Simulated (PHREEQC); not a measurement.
Model water analysis in mmol/kgw, 90 °C, pH 5.96, pe 0.9:

```json
[
 {"constituent": "Na", "mmol/kgw": "0.328"},
 {"constituent": "K", "mmol/kgw": "0.00515"},
 {"constituent": "Ca", "mmol/kgw": "0.0557"},
 {"constituent": "Mg", "mmol/kgw": "0.034"},
 {"constituent": "Cl", "mmol/kgw": "0.113"},
 {"constituent": "S(6)", "mmol/kgw": "0.0269"},
 {"constituent": "Alkalinity (meq/kgw)", "mmol/kgw": "0.371"},
 {"constituent": "Br", "mmol/kgw": "0.00821"},
 {"constituent": "Li", "mmol/kgw": "0.00137"}
]
```

Valence states are taken as typed.

The numbers come from PHREEQC with the ion-association model, phreeqc.dat.

No solid was allowed to form.

### Question
Estimate the specific conductance.

### Answer
specific conductance 157 µS/cm.

### Question
In which forms is S present?

### Answer
SO4-2 96 %, MgSO4 2.3 %, CaSO4 1.1 % of the S.

Complexes and solids missing from the database can't appear. Constants without temperature data keep their 25 °C values here.
